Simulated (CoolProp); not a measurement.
Properties of dimethyl carbonate along the isotherm 319.25 °C (Tc = 283.9 °C, pc = 4.909 MPa, ω = 0.346).

Computed with CoolProp (reference Helmholtz-energy equation of state, Zhou 2011).

```tsv
p (MPa)	phase	cv (kJ/(kg K))	speed of sound (m/s)	isothermal compressibility (1/MPa)	expansivity (1/kK)	fugacity coefficient
0.877	gas	1.763	228.9	1.204	2.011	0.9502
1.75	gas	1.773	217.0	0.6441	2.447	0.9019
2.63	gas	1.786	204.0	0.4653	3.080	0.8540
3.51	gas	1.801	189.7	0.3878	4.056	0.8068
4.38	gas	1.821	174.4	0.3575	5.672	0.7606
5.26	supercritical	1.848	158.7	0.3589	8.670	0.7140
6.14	supercritical	1.880	146.1	0.3807	14.28	0.6675
7.01	supercritical	1.906	143.0	0.3667	21.45	0.6220
7.89	supercritical	1.904	161.4	0.2213	19.01	0.5787
8.77	supercritical	1.891	191.5	0.1198	13.28	0.5405
9.64	supercritical	1.881	219.6	0.07670	10.07	0.5084
10.5	supercritical	1.874	244.6	0.05509	8.183	0.4813
11.4	supercritical	1.868	268.1	0.04193	6.886	0.4571
12.3	supercritical	1.864	289.5	0.03357	5.977	0.4364
```
